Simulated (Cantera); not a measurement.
## Equilibrium for silicon epitaxy and polysilicon growth: Si3H8 + Cl2 + H2

A closed system holds: 1 mol Si3H8, 0.81 mol Cl2, 3.4 mol H2, equilibrated at 37.5 Torr.

Equilibrium computed with Cantera from the NASA thermochemical tables; the gas is ideal and each condensed phase is pure. Candidate condensed phases: Si; 19 gas species. The feed counts by its element totals alone. The tables' values for SiCl3, SiCl are old estimates; treat these amounts as uncertain. Equilibrium is a limit: real reactors are often held back by kinetics, nucleation or transport.

| T (°C) | x H2 | x HCl | x SiCl2 | x SiCl4 | x SiHCl3 | n Si(s) |
|---|---|---|---|---|---|---|
| 625 | 0.939 | 0.00747 | 8.04e-5 | 0.0393 | 0.0138 | 2.58 |
| 700 | 0.933 | 0.0153 | 0.000402 | 0.0374 | 0.0128 | 2.59 |
| 775 | 0.923 | 0.0276 | 0.00154 | 0.0338 | 0.0116 | 2.62 |
| 850 | 0.909 | 0.0448 | 0.00465 | 0.0279 | 0.00971 | 2.64 |
| 925 | 0.892 | 0.0649 | 0.0111 | 0.0196 | 0.00726 | 2.65 |
| 1000 | 0.874 | 0.0839 | 0.0208 | 0.0109 | 0.00454 | 2.66 |
| 1075 | 0.860 | 0.0967 | 0.0305 | 0.00460 | 0.00232 | 2.65 |
| 1150 | 0.854 | 0.103 | 0.0371 | 0.00160 | 0.00103 | 2.64 |
| 1225 | 0.851 | 0.104 | 0.0410 | 0.000533 | 0.000447 | 2.63 |
| 1300 | 0.850 | 0.104 | 0.0433 | 0.000185 | 0.000200 | 2.63 |
| 1375 | 0.850 | 0.104 | 0.0448 | 6.88e-5 | 9.42e-5 | 2.62 |
x: gas mole fraction; n: condensed amount in mol.

From 625 °C to 1375 °C the condensed part is Si(s). The main Si-bearing gas is SiCl4 at 625 °C and SiCl2 at 1375 °C. The share of Si in condensed phases is highest at 1000 °C (88.6 %) and lowest at 625 °C (86.0 %).
